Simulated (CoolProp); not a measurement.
Saturation properties of propane (Tc = 369.9 K, pc = 42.51 bar, ω = 0.152).

Model: reference Helmholtz-energy equation of state, Lemmon 2009, in CoolProp.

```tsv
T (K)	p (bar)	vapour Z	surface tension (mN/m)	liquid viscosity (µPa s)
228.4	0.9007	0.9657	16.0	203
234.5	1.178	0.9585	15.2	190
240.5	1.510	0.9505	14.4	177
246.6	[?]	0.9414	13.6	166
252.7	2.406	0.9314	12.8	155
258.8	[?]	0.9203	12.0	146
264.9	3.657	0.9082	11.2	137
271	4.441	0.8949	10.4	128
277.1	5.343	[?]	[?]	121
283.2	6.375	0.8650	8.86	113
289.2	7.527	[?]	8.11	107
295.3	[?]	0.8303	7.37	100
301.4	10.33	0.8108	6.63	93.9
307.5	11.99	0.7898	[?]	88.0
```

Question: Complete the blanks.

Answer: 
- 246.6, p (bar): 1.918
- 258.8, p (bar): 2.982
- 277.1, vapour Z: 0.8806
- 277.1, surface tension (mN/m): 9.63
- 289.2, vapour Z: 0.8485
- 295.3, p (bar): 8.848
- 307.5, surface tension (mN/m): 5.91

It boils at 231.0 K under 1 atm.

Viscosity comes from a separate model (Vogel 1998). Surface tension comes from a separate correlation (Mulero 2012).
